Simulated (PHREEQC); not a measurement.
Solution A (0.025 mol/kgw NaOH, 4.4e-05 mol/kgw CO2 and 0.00021 mol/kgw Na2CO3) is mixed with solution B (51 mmol/kgw CuCl2 and 7.7 mmol/kgw HCl) at 25 °C; shares are by mass of water, 1 kg in all. Oxygen is held at 0.21 atm. The system is closed to CO2. The run lets Cu(OH)2, Malachite, Atacamite, Halite, Nahcolite, Natron precipitate or redissolve, and no other solid.

The series has 11 steps of share of solution B, from 0 to 1.

Model: ion-association model, wateq4f.dat, run in PHREEQC.

Question: Which solids form, in which order, and at which step of the series does each first stand?

Answer: Cu(OH)2 from share of solution B = 0.1 (pH 11.99), last present at share of solution B = 0.2; Atacamite from share of solution B = 0.2 (pH 8.18), last present at share of solution B = 0.7; Malachite from share of solution B = 0.2 (pH 8.18), last present at share of solution B = 0.2.

Question: Between which two steps does the pH jump most, and from what to what?

Answer: Between share of solution B = 0.1 and 0.2: from 11.99 to 8.18.

The database's constant for dissolved Cu(OH)2 is higher than later reviews accept.
